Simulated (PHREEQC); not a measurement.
Synthetic water in mmol/kgw, 25 °C, pH 6.94, pe 11.6:

```tsv
constituent	mmol/kgw
Na	0.0018
K	0.000456
Ca	0.0025
Mg	0.000473
Cl	0.00103
S(6)	0.000724
Alkalinity (meq/kgw)	0.00607
Pb	9.1e-05
N(5)	1.13e-05
Zn	1.13e-06
```

Valence states are taken as typed.

All values are PHREEQC results (ion-association model, phreeqc.dat), not measurements.

```
quantity                  before    after
-----------------------  -------  -------
HCO3- (mol/kgw)          6.07e-6  6.24e-6
CO2 (mol/kgw)            1.56e-6  3.20e-6
Pb+2 (mol/kgw)           7.48e-8  8.19e-8
PbOH+ (mol/kgw)          1.26e-8  6.88e-9
PbCO3 (mol/kgw)          3.16e-9  1.78e-9
CO3-2 (mol/kgw)          2.51e-9  1.29e-9
SI of Pb(OH)2 (Pb(OH)2)    -1.40    -1.96
SI of Anglesite (PbSO4)    -5.49    -5.45
```

Q: Name the change that produced these shifts.
A. temperature from 25 to 70 °C at the same typed pH
B. Pb from 9.1e-05 to 4.55e-05 mmol/kgw
C. pH from 6.94 to 6.64 at the same alkalinity
D. pH from 6.94 to 5.94 at the same alkalinity

A: C, pH from 6.94 to 6.64 at the same alkalinity

This is a speciation only: nothing precipitates in the calculation.
